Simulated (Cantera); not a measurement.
Cantera run:

```python
import numpy as np
import cantera as ct

gas_names = """
    C CH CH2 CH3 CH2OH CH3O CH4 CH3OH CO CO2 COOH C2 C2H CHCO,ketyl C2H2,acetylene C2H2,vinylidene
    CH2CO,ketene C2H3,vinyl CH3CO,acetyl C2H4 C2H4O,ethylen CH3CHO,ethanal CH3COOH (HCOOH)2 C2H5 C2H6
    CH3OCH3 C2H5OH C2O C3 C3H3,propargyl C3H4,allene C3H4,propyne C3H4,cyclo- C3H5,allyl C3H6,propylene
    C3H6,cyclo- C3H6O C3H7,n-propyl C3H7,i-propyl C3H8 C3H8O,1propanol C3H8O,2propanol C3O2 C4 C4H2
    C4H4,1,3-cyclo- C4H6,butadiene C4H6,2-butyne C4H6,cyclo- C4H8,1-butene C4H8,cis2-buten
    C4H8,tr2-butene C4H8,isobutene C4H8,cyclo- (CH3COOH)2 C4H9,n-butyl C4H9,i-butyl C4H9,s-butyl
    C4H9,t-butyl C4H10,isobutane C4H10,n-butane C5 C5H6,1,3cyclo- C5H8,cyclo- C5H10,1-pentene
    C5H10,cyclo- C5H11,pentyl C5H11,t-pentyl C5H12,n-pentane C5H12,i-pentane CH3C(CH3)2CH3 C6H2
    C6H5,phenyl C6H5O,phenoxy C6H6 C6H5OH,phenol C6H10,cyclo- C6H12,1-hexene C6H12,cyclo- C6H13,n-hexyl
    C7H7,benzyl C7H8 C7H8O,cresol C7H14,1-heptene C7H15,n-heptyl C7H16,n-heptane C8H8,styrene
    C8H10,ethylbenz C8H16,1-octene C8H17,n-octyl C8H18,isooctane C8H18,n-octane C9H19,n-nonyl
    C10H8,naphthale C10H21,n-decyl C12H9,o-bipheny C12H10,bipheny H HCO HO2 H2 HCHO,formaldehy HCOOH H2O
    H2O2 O OH O2 O3
""".split()
cond_names = """
    C(gr) C6H6(L) C7H8(L) C8H18(L),n-octa H2O(s) H2O(L)
""".split()


def load(file, names, dense=False):
    # The tables refer to 1 bar. Condensed volumes are neglected.
    table = {s.name: s for s in ct.Species.list_from_file(file)}
    out = []
    for n in names:
        d = dict(table[n].input_data)
        d["thermo"] = dict(d["thermo"], **{"reference-pressure": 1e5})
        if dense:
            d["equation-of-state"] = {"model": "constant-volume", "density": "1e6 g/cm^3"}
        out.append(ct.Species.from_dict(d))
    return out


gas = ct.Solution(thermo="ideal-gas", species=load("nasa_gas.yaml", gas_names))
cond = {s.name: ct.Solution(thermo="fixed-stoichiometry", species=[s], name=s.name)
        for s in load("nasa_condensed.yaml", cond_names, dense=True)}
atoms = {
    'CH4': {'C': 1, 'H': 4},
    'O2': {'O': 2},
}
top_T = {'C(gr)': 4500}  # K; cautious upper limits of use, not melting points


def equilibrate(T, P, feed):
    n = {}
    for name, mol in feed.items():
        for a, k in atoms[name].items():
            n[a] = n.get(a, 0.0) + k * mol
    gas.TPX = T, P, n
    mass = sum(n.values()) * gas.mean_molecular_weight
    gas.equilibrate("TP")
    valid = [c for c in cond.values() if c.min_temp <= T <= top_T.get(c.name, c.max_temp)]
    mix = ct.Mixture([(gas, mass / gas.mean_molecular_weight)] + [(c, 0.0) for c in valid])
    mix.T, mix.P = T, P
    mix.equilibrate("TP", solver="vcs", rtol=1e-11, max_steps=5000)
    return mix


results = []
feed = {'CH4': 1, 'O2': 0.13}  # mol
T = 1023  # K
P = 57000  # Pa
mix = equilibrate(T, P, feed)
results.append((T, P, feed, dict(zip(mix.species_names, mix.species_moles))))
print(gas.report(threshold=0.0001))
for i in range(1, mix.n_phases):
    print(f"{mix.phase(i).name:16s} {mix.phase_moles(i):12.5e} mol")
```

It prints:

```
       temperature   1023 K
          pressure   57000 Pa
           density   0.036341 kg/m^3
  mean mol. weight   5.4229 kg/kmol
   phase of matter   gas

                          1 kg             1 kmol
                     ---------------   ---------------
          enthalpy         8.129e+05        4.4083e+06  J
   internal energy       -7.5558e+05       -4.0974e+06  J
           entropy             34462        1.8688e+05  J/K
    Gibbs function       -3.4442e+07       -1.8677e+08  J
 heat capacity c_p            5929.9             32157  J/K
 heat capacity c_v            4396.7             23843  J/K

                      mass frac. Y      mole frac. X     chem. pot. / RT
                     ---------------   ---------------   ---------------
               CH4          0.091566          0.030951           -38.127
                CO           0.52955           0.10252           -41.495
               CO2          0.017393         0.0021432           -81.435
                H2           0.31628           0.85077           -18.286
               H2O          0.045205          0.013608           -58.226
     [ +105 minor]        2.9245e-06        5.5164e-07

C(gr)             7.07177e-01 mol
```

These are equilibrium values from Cantera (NASA tables, ideal gas, pure condensed phases), not measurements of a reactor.
